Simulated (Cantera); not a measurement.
Cantera run:

```python
import numpy as np
import cantera as ct

gas_names = """
    C CN CO CO2 C2 CCN CNC C2N2 C2O C3 C3O2 C4 C4N2 C5 Fe FeC5O5 FeO N NCO NO NO2 NO3 N2 N2O O O2 O3
""".split()
cond_names = """
    C(gr) Fe(a) Fe(c) Fe(d) Fe(L) FeC5O5(L) FeO(s) FeO(L) Fe2O3(s) Fe3O4(s)
""".split()


# ... load() reads the species with a 1 bar reference pressure and builds the phases ...
atoms = {
    'Fe': {'Fe': 1},
    'CO2': {'C': 1, 'O': 2},
    'N2': {'N': 2},
}
top_T = {'C(gr)': 4500, 'Fe2O3(s)': 1830, 'Fe3O4(s)': 1870}  # K; cautious upper limits of use, not melting points


# ... equilibrate(T, P, feed) seeds the gas with the atoms and calls Mixture.equilibrate('TP', solver="vcs", rtol=1e-11, max_steps=5000) ...
results = []
T = 2023  # K
P = 10000  # Pa
for m in [1.5, 2.4, 3.7, 5.7, 8.9, 14, 21]:
    feed = {'Fe': 1, 'CO2': m, 'N2': 1.3}  # mol
    mix = equilibrate(T, P, feed)
    results.append((T, P, feed, dict(zip(mix.species_names, mix.species_moles))))

top = {s: max(r[3][s] / sum(r[3][g] for g in gas_names) for r in results) for s in gas_names}
cols = sorted((s for s in top if top[s] > 0.001), key=lambda s: -top[s])[:8]
seen = [c for c in cond_names if any(r[3].get(c, 0) > 1e-12 for r in results)]
print("log10 of partial pressures in bar; condensed amounts in mol")
print(f"{'n(CO2)':>10s}" + "".join(f"{s[:9]:>10s}" for s in cols + seen))
for T, P, feed, n in results:
    ng = sum(n[g] for g in gas_names)
    print(f"{feed['CO2']:10.4g}" + "".join(f"{np.log10(max(n[s] / ng * P / 1e5, 1e-99)):10.3f}" for s in cols)
          + "".join(f"{n.get(c, 0):10.4g}" for c in seen))
```

It prints:

```
log10 of partial pressures in bar; condensed amounts in mol
    n(CO2)       CO2        N2        CO        O2    FeO(L)
       1.5    -1.746    -1.334    -1.449    -6.188    0.9972
       2.4    -1.422    -1.455    -1.569    -5.299    0.9986
       3.7    -1.268    -1.585    -1.698    -4.732    0.9989
       5.7    -1.174    -1.732    -1.842    -4.257     0.999
       8.9    -1.114    -1.896    -1.995    -3.829    0.9989
        14    -1.076    -2.073    -2.140    -3.464    0.9987
        21    -1.056    -2.239    -2.243    -3.219    0.9983
```

These are equilibrium values from Cantera (NASA tables, ideal gas, pure condensed phases), not measurements of a reactor. The tables' stoichiometric FeO is somewhat more stable than real wüstite, so its field is too wide. FeO: taken at fixed stoichiometry.
